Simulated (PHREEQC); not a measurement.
A PHREEQC input (ion-association model, phreeqc.dat):

```
SOLUTION 1
  temp 20
  units mg/L
  pH 6.86
  pe 11.8
  Na 0.046
  K 0.000178 charge
  Ca 0.0589
  Mg 0.00379
  Cl 0.112
  S(6) 0.0313 as SO4
  Alkalinity 0.101 as HCO3
  B 6.82e-05
  Ba 0.0113
  O(0) 0.000257
  Cu(2) 0.00324
END
USE solution 1
EQUILIBRIUM_PHASES 1
  Quartz 0 0.5
  CO2(g) -2.5 10
END
```

It stops with these messages:

```
WARNING: Maximum iterations exceeded, 100
WARNING: Maximum iterations exceeded, 100
WARNING: The program has failed to converge to a numerical solution.
ERROR:           Alkalinity has not converged. Total: 1.655220e-06	Calculated: 1.707557e-06	Residual: -5.233741e-08
ERROR: Is non-carbonate alkalinity greater than total alkalinity?
ERROR: Model failed to converge for initial solution  1.
```

### Question
Why does the run stop?

### Answer
The fault: charge balance asked on the minor ion K. The line should read `K 0.000178` where the input has `K 0.000178 charge`. With the mend the run ends at pH 5.19 and ionic strength 1.40e-5 mol/kgw.
